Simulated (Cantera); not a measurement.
Mixture: CH₄ : O₂ : N₂ = 1 : 1.25 : 4.7 (molar parts), equivalence ratio 1.6, at 10.0 bar, adiabatic and at constant volume. Ignition delay is the time to a rise of 400 K.

Cantera simulation using GRI-Mech 3.0 (53 species, 325 reactions); the numbers are that mechanism's predictions, not measurements.

Q: What does this change do: 0.56 parts H2O added?

A: 
| quantity | before | after |
|---|---|---|
| delay at 1198 K | 5.86 ms | 6.04 ms |
| delay at 1298 K | 1.78 ms | 1.95 ms |
| delay at 1398 K | 0.595 ms | 0.686 ms |
| delay at 1498 K | 0.216 ms | 0.255 ms |
| delay at 1598 K | 84.1 µs | 98.9 µs |
| apparent activation energy between 1548 and 1648 K | 190 kJ/mol | 200 kJ/mol |
